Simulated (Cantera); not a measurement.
Charge: 1 mol B2H6, 2.3 mol H2O, 170 mol H2, equilibrated at 948 K.

Cantera equilibrium calculation (NASA polynomials, part measured and part estimated; ideal gas, pure solids and liquids). Candidate condensed phases: B, B2O3, B3O3H3, H2O; 23 gas species. The feed counts by its element totals alone. Equilibrium is a limit: real reactors are often held back by kinetics, nucleation or transport.

x: gas mole fraction; n: condensed amount in mol.

```tsv
P (Pa)	x H2	x B3O3H3	x HBO	x HBO2	x H	x B2O2	x BH3	n B(s)	n B2O3(l)
10	1.000	5.70e-5	2.29e-5	6.97e-8	5.24e-8	4.34e-8	8.16e-10	0.455	0.755
37	1.000	0.000110	1.19e-5	3.62e-8	2.73e-8	1.17e-8	1.57e-9	0.447	0.747
140	1.000	0.000213	6.11e-6	1.86e-8	1.40e-8	3.10e-9	3.05e-9	0.429	0.729
520	1.000	?	?	?	?	?	?	?	0.694
1900	0.999	0.000785	1.66e-6	5.05e-9	3.80e-9	2.29e-10	1.12e-8	0.329	0.629
7200	0.998	0.00153	8.51e-7	2.60e-9	1.95e-9	6.03e-11	2.18e-8	0.199	0.499
27000	0.997	0.00267	?	?	?	?	3.81e-8	0	0.300
100000	0.997	0.00267	1.77e-7	8.96e-10	5.24e-10	2.62e-12	3.81e-8	0	0.300
```

Problem. Complete the blanks.

Solution. 
- 27000, x HBO: 4.25e-7
- 27000, x HBO2: 1.39e-9
- 27000, x H: 1.01e-9
- 27000, x B2O2: 1.50e-11
- 520, x B3O3H3: 0.000411
- 520, x HBO: 3.17e-6
- 520, x HBO2: 9.66e-9
- 520, x H: 7.27e-9
- 520, x B2O2: 8.35e-10
- 520, x BH3: 5.88e-9
- 520, n B(s): 0.394
